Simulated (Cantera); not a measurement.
Charge: 1 mol SiC, 0.21 mol C, 0.5 mol N2, at 3000 K.

These are equilibrium values from Cantera (NASA tables, ideal gas, pure condensed phases), not measurements of a reactor. Candidate condensed phases: C, Si, SiC, Si3N4; 20 gas species. The tables' values for SiN are old estimates; treat these amounts as uncertain. The numbers say what is thermodynamically allowed, not how fast it happens.

log p: log10 of the partial pressure in bar; n: condensed amount in mol.

```tsv
P (Pa)	log p N2	log p Si	log p C	log p SiC2	log p C3	log p CN	log p Si2C	log p C2	n C(graphite)	n SiC(s)
1	-5.75	-5.41	-5.43	-7.76	-6.92	-6.50	-11.18	-6.78	0	0
16	-4.44	-4.15	-4.73	-5.10	-4.82	-5.15	-7.95	-5.38	0	0
250	-3.15	-3.03	-4.38	-3.27	-3.75	-4.14	-5.36	-4.66	0	0
4000	[?]	[?]	-4.30	[?]	-3.51	[?]	[?]	-4.50	[?]	0
63000	[?]	-1.17	-4.30	-1.24	-3.51	[?]	-1.56	-4.50	[?]	[?]
1000000	0.99	-1.17	-4.30	-1.24	-3.51	-1.99	-1.56	-4.50	0.212	0.990
```

**Question.** What belongs in the gaps?

**Answer.** 
- 63000, log p N2: -0.33
- 63000, log p CN: -2.65
- 63000, n C(graphite): 0.256
- 63000, n SiC(s): 0.799
- 4000, log p N2: -1.88
- 4000, log p Si: -1.87
- 4000, log p SiC2: -1.95
- 4000, log p CN: -3.43
- 4000, log p Si2C: -2.97
- 4000, n C(graphite): 0.282
